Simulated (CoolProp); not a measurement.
Model: reference Helmholtz-energy equation of state, Setzmann 1991, in CoolProp.

### Question
For methane, give the phase and the Prandtl number at 34.15 °C and 0.333 MPa.

### Answer
- 34.15 °C and 0.333 MPa: gas; Prandtl number 0.733

Viscosity comes from a separate model (Quiñones-Cisneros 2006). Thermal conductivity comes from a separate model (Friend 1989).
